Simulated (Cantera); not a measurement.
Charge: 1 mol Si3N4, 3.5 mol Cl2, 20 mol H2, at 1400 °C and 5.80e-5 bar.

Method: chemical equilibrium by Gibbs-energy minimisation in Cantera with the NASA 1993 tables (ideal gas, pure condensed phases). The tables' values for SiCl, SiCl3, SiN are old estimates; treat these amounts as uncertain. Rates play no part.

```json
[
 {"species": "SiCl2", "before": "0.0735", "after": "0.486"},
 {"species": "N2", "before": "0.0772", "after": "0.328"},
 {"species": "HCl", "before": "0.120", "after": "0.148"},
 {"species": "H2", "before": "0.706", "after": "0.0152"},
 {"species": "Cl", "before": "0.00167", "after": "0.0141"},
 {"species": "H", "before": "0.0126", "after": "0.00184"},
 {"species": "SiCl4", "before": "1.54e-7", "after": "7.24e-5"},
 {"species": "Si2", "before": "2.78e-5", "after": "2.41e-7"},
 {"species": "SiH", "before": "7.81e-5", "after": "1.07e-6"},
 {"species": "Si2N", "before": "1.82e-5", "after": "3.26e-7"},
 {"species": "SiCl3", "before": "7.36e-5", "after": "0.00411"},
 {"species": "Si", "before": "0.00722", "after": "0.000672"},
 {"species": "Si(s), mol", "before": "0.864", "after": "0"}
]
```
Gas species are given as mole fractions.

### Question
Which change was made?
A. temperature from 1400 °C to 1125 °C
B. pressure from 5.80e-5 bar to 0.000140 bar
C. temperature from 1400 °C to 1725 °C
D. H2 from 20 to 0.55 mol

### Answer
D, H2 from 20 to 0.55 mol. The tables' values for SiCl3, SiCl are old estimates; treat these amounts as uncertain
